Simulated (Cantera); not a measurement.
What does this Cantera script print?

```python
import numpy as np
import cantera as ct

gas = ct.Solution("gri30.yaml")


def delay(T, t_max=10):
    gas.TPX = T, 110000, {'H2': 1, 'O2': 1.02, 'N2': 3.84}
    reactor = ct.IdealGasConstPressureReactor(gas, clone=False)
    net = ct.ReactorNet([reactor])
    net.rtol, net.atol = 1e-8, 1e-16
    while net.time < t_max:
        t_old, T_old = net.time, reactor.T
        net.step()
        if reactor.T > T + 400:  # ignition: a rise of 400 K
            return t_old + (T + 400 - T_old) / (reactor.T - T_old) * (net.time - t_old)
    return np.nan


taus = []
for T in [925, 1000, 1075, 1150, 1225, 1300, 1375]:
    taus.append(delay(T))
    print(f"T0 = {T:6g} K   tau = {taus[-1]:.4e} s")
```

Result:

```
T0 =    925 K   tau = 1.0301e-01 s
T0 =   1000 K   tau = 3.1768e-04 s
T0 =   1075 K   tau = 1.0910e-04 s
T0 =   1150 K   tau = 6.2246e-05 s
T0 =   1225 K   tau = 4.2270e-05 s
T0 =   1300 K   tau = 3.1981e-05 s
T0 =   1375 K   tau = 2.6327e-05 s
```

Cantera simulation using GRI-Mech 3.0 (53 species, 325 reactions); the numbers are that mechanism's predictions, not measurements. Below about 950 K walls govern HO2 and H2O2 in real vessels. Where the delays flatten at high temperature, the 400 K rule measures the pace of heat release, not the induction time.
